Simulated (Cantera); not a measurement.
Charge: 1 mol SiHCl3, 2.7 mol NH3, equilibrated at 0.780 bar.

These are equilibrium values from Cantera (NASA tables, ideal gas, pure condensed phases), not measurements of a reactor. Candidate condensed phases: NH4Cl, Si, Si3N4; 28 gas species. The tables' values for SiCl3, SiCl are old estimates; treat these amounts as uncertain. Rates play no part.

log p: log10 of the partial pressure in bar; n: condensed amount in mol.

```tsv
T (°C)	log p H2	log p HCl	log p N2	log p SiCl2	log p SiCl4	log p SiCl3	n Si3N4(s)
950	-0.40	-0.58	-1.02	-4.52	-1.68	-3.55	0.270
1000	-0.40	-0.58	-1.03	-4.07	-1.70	-3.29	0.272
1050	-0.40	-0.57	-1.03	-3.65	-1.73	-3.06	0.273
1100	-0.40	-0.57	-1.03	-3.26	-1.76	-2.84	0.273
1150	-0.40	-0.57	-1.03	-2.91	-1.80	-2.65	0.272
1200	-0.41	-0.57	-1.03	-2.59	-1.84	-2.48	0.269
1250	-0.41	-0.57	-1.02	-2.30	-1.90	-2.34	0.263
1300	-0.41	-0.58	-1.01	-2.04	-1.98	-2.22	0.253
1350	-0.40	-0.60	-1.00	-1.82	-2.08	-2.13	0.238
1400	-0.40	-0.62	-0.98	-1.63	-2.22	-2.08	…
1450	-0.40	-0.65	-0.96	-1.47	-2.39	-2.07	…
1500	-0.39	-0.69	-0.94	-1.35	-2.59	-2.08	…
```

Task: Some entries are withheld; supply them.

Result: 
- 1400, n Si3N4(s): 0.217
- 1450, n Si3N4(s): 0.191
- 1500, n Si3N4(s): 0.162
